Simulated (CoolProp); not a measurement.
Vapour-liquid equilibrium of m-xylene (1) + n-undecane (2) at 464.6 K; x and y are mole fractions of (1).

Model: multi-fluid Helmholtz-energy mixture model, Zhou 2012 and Aleksandrov 2011; pair parameters Bell 2016, in CoolProp.

```csv
x,"bubble pressure, mixture model (MPa)","bubble pressure, Raoult's law (MPa)","y, mixture model","y, Raoult's law"
0.05,0.1023,0.1037,0.147,0.166
0.125,0.1193,0.1227,0.319,0.351
0.2,0.1365,0.1418,0.450,0.487
0.275,0.1541,0.1608,0.554,0.590
0.35,0.1720,0.1799,0.639,0.671
0.425,0.1904,0.1989,0.709,0.737
0.5,0.2092,0.2180,0.768,0.791
0.575,0.2285,0.2370,0.818,0.837
0.65,0.2482,0.2561,0.862,0.876
0.725,0.2684,0.2751,0.900,0.909
0.8,0.2890,0.2942,0.932,0.938
0.875,0.3099,0.3132,0.961,0.964
0.95,0.3309,0.3323,0.985,0.986
```

The largest gap from Raoult's law is -4.4 % in bubble pressure, at x = 0.35. No azeotrope shows between x = 0.05 and 0.95.

Pair parameters are fitted to limited data, so mixtures are less certain than the pure fluids.
